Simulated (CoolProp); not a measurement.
Properties of normal hydrogen along the isobar 2.23 bar (Tc = 33.1 K, pc = 12.96 bar, ω = -0.219).

Computed with CoolProp (reference Helmholtz-energy equation of state, Leachman 2009).

```
T (K)   phase        Z  speed of sound (m/s)  viscosity (µPa s)  conductivity (mW/(m K))  fugacity coefficient
-----  ------  -------  --------------------  -----------------  -----------------------  --------------------
20.7   liquid  0.03698                  1116               13.2                      104                0.4634
41.9      gas   0.9699                 531.3               2.09                     33.4                0.9707
63.1      gas   0.9918                 656.2               2.92                     46.5                0.9918
84.3      gas   0.9978                 751.7               3.64                     59.1                0.9977
105.6     gas   0.9999                 828.8               4.29                     72.3                0.9999
126.8     gas    1.001                 895.1               4.90                     86.0                 1.001
148       gas    1.001                 955.8               5.47                      100                 1.001
169.2     gas    1.001                  1013               6.01                      114                 1.001
190.5     gas    1.001                  1068               6.53                      127                 1.001
211.7     gas    1.001                  1120               7.02                      140                 1.001
232.9     gas    1.001                  1171               7.50                      152                 1.001
254.1     gas    1.001                  1219               7.97                      164                 1.001
275.3     gas    1.001                  1267               8.42                      175                 1.001
296.6     gas    1.001                  1313               8.87                      185                 1.001
317.8     gas    1.001                  1358               9.30                      195                 1.001
339       gas    1.001                  1401               9.73                      205                 1.001
```

Viscosity comes from a separate model (Muzny 2013). Thermal conductivity comes from a separate model (Assael 2011).
